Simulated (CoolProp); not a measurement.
Vapour-liquid equilibrium of toluene (1) + n-nonane (2) at 430.3 K; x and y are mole fractions of (1).

Values from CoolProp's multi-fluid Helmholtz-energy mixture model, Lemmon 2006 and Lemmon 2006; pair parameters Bell 2016.

```tsv
x	bubble pressure, mixture model (kPa)	bubble pressure, Raoult's law (kPa)	y, mixture model	y, Raoult's law
0.05	132.6	129.8	0.136	0.124
0.125	___	145.0	___	0.278
0.2	___	160.3	0.419	0.403
0.275	187.7	175.5	___	0.506
0.35	204.4	190.8	___	0.592
0.425	220.2	206.0	0.660	0.666
0.5	235.3	221.2	0.717	0.730
0.575	249.6	236.5	___	0.785
0.65	263.3	251.7	___	0.834
0.725	276.6	267.0	0.854	0.877
0.8	289.5	282.2	0.894	0.915
0.875	302.1	297.5	0.934	0.950
0.95	314.6	312.7	___	0.981
```

Task: Fill in the missing entries.

Result: 
- 0.125, bubble pressure, mixture model (kPa): 151.7
- 0.125, y, mixture model: 0.296
- 0.2, bubble pressure, mixture model (kPa): 170.1
- 0.275, y, mixture model: 0.515
- 0.35, y, mixture model: 0.594
- 0.575, y, mixture model: 0.766
- 0.65, y, mixture model: 0.812
- 0.95, y, mixture model: 0.973

The largest gap from Raoult's law is +7.1 % in bubble pressure, at x = 0.35. No azeotrope shows between x = 0.05 and 0.95.

Pair parameters are fitted to limited data, so mixtures are less certain than the pure fluids.
